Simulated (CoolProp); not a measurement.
Computed with CoolProp (reference Helmholtz-energy equation of state, Lemmon 2006). It is a short technical equation, of lower accuracy than the large ones.

**Question.** Give the vapour pressure (bar), liquid density (kg/m³), liquid cp (kJ/(kg K)), vapour Z of saturated neopentane at 51.95 °C.

**Answer.** 
| T (°C) | p (bar) | liquid density (kg/m³) | liquid cp (kJ/(kg K)) | vapour Z |
|---|---|---|---|---|
| 51.95 | 3.75 | 553 | 2.48 | 0.889 |
